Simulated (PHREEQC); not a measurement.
Consider water at 25 °C with 0.0023 mol KH2PO4 and 0.02 mol Na2SO4 per kg of water. Closed to the air; pH follows from the charge balance.

All values are PHREEQC results (ion-association model, wateq4f.dat), not measurements.

Each row changes one thing in this solution. Precipitation was switched off in this run.

```tsv
case	pH	ionic strength (mol/kgw)	Na+ (mol/kgw)	SO4-2 (mol/kgw)	K+ (mol/kgw)	NaSO4- (mol/kgw)	SI of Mirabilite (Na2SO4:10H2O)
as made	4.98	0.0590	0.0385	0.0183	0.00218	0.00154	-3.99
Na2SO4 from 0.02 to 0.03 mol/kgw	4.98	0.0861	0.0570	0.0268	0.00215	0.00298	-3.56
0.0011 mol/kgw H2SO4 added	3.04	0.0602	0.0384	0.0185	0.00218	0.00155	-3.99
diluted 5-fold with water	5.28	0.0123	0.00790	0.00389	0.000452	9.89e-5	-5.79
Na2SO4 from 0.02 to 0.004 mol/kgw	4.96	0.0141	0.00790	0.00386	0.00226	9.56e-5	-5.81
0.011 mol/kgw Na2HAsO4 added	7.53	0.0908	0.0599	0.0179	0.00219	0.00205	-3.71
```

Complexes and solids missing from the database can't appear. H3PO4, which wateq4f.dat lacks, is added to it with the constant of phreeqc.dat.
